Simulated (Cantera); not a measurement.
Thermodynamics of aluminium and copper etching, feed Al + HCl + H₂

A closed system holds: 1 mol Al, 1.4 mol HCl, 5.7 mol H₂, held at 10.0 mbar.

Equilibrium computed with Cantera from the NASA thermochemical tables; the gas is ideal and each condensed phase is pure. Candidate condensed phases: Al, AlCl₃; 12 gas species. The tables' values for AlCl₂ are old estimates; treat these amounts as uncertain. Rates play no part.

```json
[
 {"T (K)": "850", "x H₂": "0.930", "x AlCl": "0.00267", "x AlCl₃": "0.0665", "x HCl": "8.86e-6", "x AlCl₂": "0.000525", "x H": "1.98e-10", "x Al₂Cl₆": "5.20e-5", "x Al": "5.60e-12", "n Al(s)": "0.520", "n Al(l)": "0"},
 {"T (K)": "900", "x H₂": "0.927", "x AlCl": "0.00785", "x AlCl₃": "0.0641", "x HCl": "1.94e-5", "x AlCl₂": "0.00118", "x H": "1.13e-9", "x Al₂Cl₆": "1.93e-5", "x Al": "7.24e-11", "n Al(s)": "0.495", "n Al(l)": "0"},
 {"T (K)": "950", "x H₂": "0.919", "x AlCl": "0.0198", "x AlCl₃": "0.0588", "x HCl": "3.87e-5", "x AlCl₂": "0.00232", "x H": "5.33e-9", "x Al₂Cl₆": "7.15e-6", "x Al": "6.95e-10", "n Al(s)": "0", "n Al(l)": "0.436"},
 {"T (K)": "1000", "x H₂": "0.904", "x AlCl": "0.0426", "x AlCl₃": "0.0491", "x HCl": "7.02e-5", "x AlCl₂": "0.00391", "x H": "2.16e-8", "x Al₂Cl₆": "2.40e-6", "x Al": "5.07e-9", "n Al(s)": "0", "n Al(l)": "0.323"},
 {"T (K)": "1050", "x H₂": "0.881", "x AlCl": "0.0793", "x AlCl₃": "0.0341", "x HCl": "0.000112", "x AlCl₂": "0.00547", "x H": "7.61e-8", "x Al₂Cl₆": "6.01e-7", "x Al": "3.04e-8", "n Al(s)": "0", "n Al(l)": "0.136"},
 {"T (K)": "1100", "x H₂": "0.865", "x AlCl": "0.105", "x AlCl₃": "0.0238", "x HCl": "0.000195", "x AlCl₂": "0.00634", "x H": "2.40e-7", "x Al₂Cl₆": "1.61e-7", "x Al": "1.03e-7", "n Al(s)": "0", "n Al(l)": "0"},
 {"T (K)": "1150", "x H₂": "0.864", "x AlCl": "0.105", "x AlCl₃": "0.0231", "x HCl": "0.000430", "x AlCl₂": "0.00740", "x H": "6.94e-7", "x Al₂Cl₆": "8.90e-8", "x Al": "1.83e-7", "n Al(s)": "0", "n Al(l)": "0"},
 {"T (K)": "1200", "x H₂": "0.864", "x AlCl": "0.104", "x AlCl₃": "0.0223", "x HCl": "0.000885", "x AlCl₂": "0.00849", "x H": "1.83e-6", "x Al₂Cl₆": "5.09e-8", "x Al": "3.12e-7", "n Al(s)": "0", "n Al(l)": "0"},
 {"T (K)": "1250", "x H₂": "0.863", "x AlCl": "0.104", "x AlCl₃": "0.0214", "x HCl": "0.00170", "x AlCl₂": "0.00958", "x H": "4.49e-6", "x Al₂Cl₆": "2.98e-8", "x Al": "5.14e-7", "n Al(s)": "0", "n Al(l)": "0"},
 {"T (K)": "1300", "x H₂": "0.862", "x AlCl": "0.104", "x AlCl₃": "0.0201", "x HCl": "0.00308", "x AlCl₂": "0.0106", "x H": "1.03e-5", "x Al₂Cl₆": "1.76e-8", "x Al": "8.27e-7", "n Al(s)": "0", "n Al(l)": "0"},
 {"T (K)": "1350", "x H₂": "0.860", "x AlCl": "0.105", "x AlCl₃": "0.0186", "x HCl": "0.00525", "x AlCl₂": "0.0115", "x H": "2.21e-5", "x Al₂Cl₆": "1.03e-8", "x Al": "1.31e-6", "n Al(s)": "0", "n Al(l)": "0"},
 {"T (K)": "1400", "x H₂": "0.857", "x AlCl": "0.106", "x AlCl₃": "0.0166", "x HCl": "0.00842", "x AlCl₂": "0.0123", "x H": "4.50e-5", "x Al₂Cl₆": "5.79e-9", "x Al": "2.06e-6", "n Al(s)": "0", "n Al(l)": "0"},
 {"T (K)": "1450", "x H₂": "0.853", "x AlCl": "0.107", "x AlCl₃": "0.0142", "x HCl": "0.0127", "x AlCl₂": "0.0127", "x H": "8.73e-5", "x Al₂Cl₆": "3.08e-9", "x Al": "3.26e-6", "n Al(s)": "0", "n Al(l)": "0"},
 {"T (K)": "1500", "x H₂": "0.848", "x AlCl": "0.110", "x AlCl₃": "0.0115", "x HCl": "0.0179", "x AlCl₂": "0.0127", "x H": "0.000162", "x Al₂Cl₆": "1.50e-9", "x Al": "5.23e-6", "n Al(s)": "0", "n Al(l)": "0"}
]
```
x: gas mole fraction; n: condensed amount in mol.

From 850 K to 900 K the condensed part is Al(s). From 950 K to 1050 K the condensed part is Al(l). From 1100 K to 1500 K nothing is condensed. The main Al-bearing gas is AlCl₃ at 850 K and AlCl at 1500 K.
